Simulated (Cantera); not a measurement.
## c-C4F8 (fluorocarbon and chlorocarbon gases)

Feed: 1 mol c-C4F8, at 1400 K and 8.20 Pa.

Cantera equilibrium calculation (NASA polynomials, part measured and part estimated; ideal gas, pure solids and liquids). Candidate condensed phases: C; 13 gas species. The feed counts by its element totals alone. Gases not in the tables: C2F6 and larger saturated fluorocarbons. The numbers say what is thermodynamically allowed, not how fast it happens.

| Quantity | Result |
|---|---|
| x(CF4) | 0.999 |
| x(CF2) | 0.000950 |
| x(F) | 0.000373 |
| x(CF3) | 8.98e-5 |
| n(C(graphite)) | 2.00 mol |
| gas amount | 2.002 mol |
